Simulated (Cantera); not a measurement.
**Ammonia decomposition in nitride growth gas**

An isothermal, constant-pressure homogeneous reactor starts with NH3 : N2 = 1 : 0.19 (molar parts), at 2198 K and 69.8 Torr.

Model: the gas-phase N/H chemistry of the illustrative SiF4/NH3 mechanism in the Surface Chemkin manual (1991), integrated in Cantera. Walls and surfaces, which speed up NH3 decomposition in real reactors, are not modelled.

| t (s) | x NH3 | x NH2 | x H2 | x H | x N2 |
|---|---|---|---|---|---|
| 0.000400 | 0.833 | 0.00316 | 0.00413 | 1.02e-5 | 0.160 |
| 0.000841 | 0.823 | 0.00347 | 0.0121 | 2.24e-5 | 0.162 |
| 0.00177 | 0.802 | 0.00329 | 0.0294 | 4.47e-5 | 0.166 |
| 0.00372 | 0.760 | 0.00300 | 0.0637 | 8.67e-5 | 0.173 |
| 0.00783 | 0.681 | 0.00262 | 0.128 | 0.000164 | 0.188 |
| 0.0165 | 0.549 | 0.00216 | 0.236 | 0.000305 | 0.213 |
| 0.0346 | 0.364 | 0.00159 | 0.386 | 0.000550 | 0.247 |
| 0.0729 | 0.174 | 0.000953 | 0.542 | 0.000966 | 0.282 |
| 0.153 | 0.0446 | 0.000382 | 0.647 | 0.00179 | 0.306 |
| 0.322 | 0.00156 | 4.30e-5 | 0.679 | 0.00608 | 0.314 |
| 0.678 | 1.14e-5 | 7.80e-7 | 0.672 | 0.0148 | 0.313 |
| 1.43 | 2.50e-6 | 1.73e-7 | 0.672 | 0.0151 | 0.313 |
| 3.00 | 9.95e-7 | 6.90e-8 | 0.672 | 0.0151 | 0.313 |
x: mole fraction; the columns are a selection and need not sum to one.

Equilibrium at this temperature and pressure: NH3 4.27e-7, NH2 2.96e-8, H2 0.672, H 0.0151, N2 0.313 (gas phase only).
